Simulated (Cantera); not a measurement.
Input: 1 mol CO₂, 0.028 mol SO₂, 0.12 mol H₂, held at 675 °C and 3.10 bar.

Method: chemical equilibrium by Gibbs-energy minimisation in Cantera with the NASA 1993 tables (ideal gas, pure condensed phases). Candidate condensed phases: C, C₆H₆, C₇H₈, C₈H₁₈, H₂O, H₂SO₄, S; 123 gas species. Gases not in the tables: S₃ to S₇. Kinetics and transport are ignored.

Base state: CO₂ 0.861, H₂O 0.0815, CO 0.0276, H₂S 0.0209, H₂ 0.00473, COS 0.00387, S₂ 0.000104 (mole fractions); condensed: gas only.

Question: What changes in the equilibrium state with this change: temperature from 675 °C to 2577 °C?

Answer: 
```tsv
species	before	after
CO₂	0.861	0.562
CO	0.0276	0.235
H₂O	0.0815	0.0796
O₂	<1e-9	0.0643
OH	<1e-9	0.0189
H₂S	0.0209	2.66e-7
SO₂	6.44e-6	0.0207
O	<1e-9	0.00949
H	<1e-9	0.00379
SO	5.71e-9	0.00154
S	<1e-9	2.50e-5
HO₂	<1e-9	1.55e-5
```

Question: What changes in the equilibrium state with this change: H₂ from 0.12 to 0.29 mol?

Answer: 
```json
[
 {"species": "CO₂", "before": "0.861", "after": "0.662"},
 {"species": "H₂O", "before": "0.0815", "after": "0.157"},
 {"species": "CO", "before": "0.0276", "after": "0.112"},
 {"species": "H₂", "before": "0.00473", "after": "0.0477"},
 {"species": "H₂S", "before": "0.0209", "after": "0.0202"},
 {"species": "CH₄", "before": "5.73e-8", "after": "0.000124"},
 {"species": "S₂", "before": "0.000104", "after": "9.59e-7"},
 {"species": "COS", "before": "0.00387", "after": "0.00150"}
]
```

Question: What changes in the equilibrium state with this change: temperature from 675 °C to 802 °C?

Answer: 
| species | before | after |
|---|---|---|
| CO₂ | 0.861 | 0.853 |
| H₂O | 0.0815 | 0.0868 |
| CO | 0.0276 | 0.0329 |
| H₂S | 0.0209 | 0.0165 |
| SO₂ | 6.44e-6 | 0.000374 |
| S₂O | 2.08e-7 | 1.19e-5 |
| S₂ | 0.000104 | 0.00165 |
